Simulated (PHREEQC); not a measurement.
Nickel, zinc or cadmium bath: an equilibrium model

Consider water at 25 °C with 44 mmol/kgw ZnSO4, 1.4 mmol/kgw KCl, 0.36 mmol/kgw H2SO4 and 0.64 mmol/kgw CO2. Closed to the air; pH follows from the charge balance.

Model: ion-association model, phreeqc.dat, run in PHREEQC.

Precipitation was switched off in this run.

Question: Estimate the pH.

Answer: pH 3.48.

Question: In which forms is K present?

Answer: K+ 95 %, KSO4- 5.1 % of the K.

Complexes and solids missing from the database can't appear.
